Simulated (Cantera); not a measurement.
An isothermal, constant-pressure homogeneous reactor starts with CO : O2 : H2O : N2 = 0.0084 : 0.025 : 0.00033 : 1 (molar parts), equivalence ratio 0.17, at 950 K and 1.60 bar.

Cantera simulation using GRI-Mech 3.0 (53 species, 325 reactions); the numbers are that mechanism's predictions, not measurements.

Predict: x(CO) at 80.0 s; x(O2) at 80.0 s; x(H2O) at 80.0 s; x(CO2) at 80.0 s; x(H2O2) at 80.0 s; x(N2O) at 80.0 s.


```json
{
  "x(CO) at 80.0 s": "0.00313 (gas-phase equilibrium <1e-12)",
  "x(O2) at 80.0 s": "0.0217 (gas-phase equilibrium 0.0202)",
  "x(H2O) at 80.0 s": "0.000319 (gas-phase equilibrium 0.000321)",
  "x(CO2) at 80.0 s": "0.00501 (gas-phase equilibrium 0.00816)",
  "x(H2O2) at 80.0 s": "3.95e-8 (gas-phase equilibrium <1e-12)",
  "x(N2O) at 80.0 s": "3.87e-7 (gas-phase equilibrium 7.40e-10)"
}
```
